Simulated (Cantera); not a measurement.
Mixture: 15.4 % CH3OH, 17.7 % O2, 66.9 % N2, at 3750 Torr, adiabatic and at constant pressure. Ignition delay is the time to a rise of 400 K.

Detailed kinetics in Cantera: GRI-Mech 3.0 (53 species, 325 reactions). GRI-Mech 3.0 was tuned for natural gas; its chemistry of methanol as a main component is partial and can be far from experiment.

Task: Predict: delay at 1300 K; delay at 1500 K; delay at 1700 K; delay at 1900 K; apparent activation energy between 1800 and 2000 K.

Result: 
| Quantity | Value |
|---|---|
| delay at 1300 K | 0.507 ms |
| delay at 1500 K | 49.3 µs |
| delay at 1700 K | 9.79 µs |
| delay at 1900 K | 2.98 µs |
| apparent activation energy between 1800 and 2000 K | 150 kJ/mol |
